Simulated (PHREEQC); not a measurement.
Solution (25 °C): 2.8 mol/kgw H2SO4 and 1.6 mol/kgw Na2SO4. Closed to the air; pH follows from the charge balance.

Model: Pitzer model, pitzer.dat, run in PHREEQC.

```yaml
pH: -0.92
ionic_strength: 5.84 mol/kgw
activity_of_water: 0.819
density: 1.272 g/cm³
osmotic_coefficient: 1.165
total_alkalinity: -5600 meq/kg
```

```tsv
species	molality	activity	log γ
HSO4-	3.68	2.10	-0.243
Na+	3.20	3.66	0.059
H+	1.92	8.33	0.638
SO4-2	0.720	0.00265	-2.434
```

This is a speciation only: nothing precipitates in the calculation. In brines, pH and single-ion activities rest on the MacInnes convention.
